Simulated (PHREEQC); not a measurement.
Make-up at 25 °C: 0.064 mol/kgw NH3, 8.4e-05 mol/kgw NaAlO2 and 0.00061 mol/kgw (CH3)4NCl. Closed to the air; pH follows from the charge balance.

Computed with PHREEQC (ion-association model, phreeqc.dat).

The pH is 11.02 and the ionic strength is 0.00180 mol/kgw. The total alkalinity comes out as 64.3 meq/kg.

```csv
species,molality,activity,log γ
NH3,0.0629,0.0629,0.000
OH-,0.00111,0.00106,-0.021
NH4+,0.00111,0.00106,-0.021
Cl-,0.000610,0.000582,-0.021
(CH3)4N+,0.000610,0.000582,-0.021
Al(OH)4-,8.40e-5,8.01e-5,-0.020
Na+,8.40e-5,8.02e-5,-0.020
```

No solid was allowed to form. (CH3)4N+ isn't in the database: it is added as a free cation with an ion size of 4 Å.
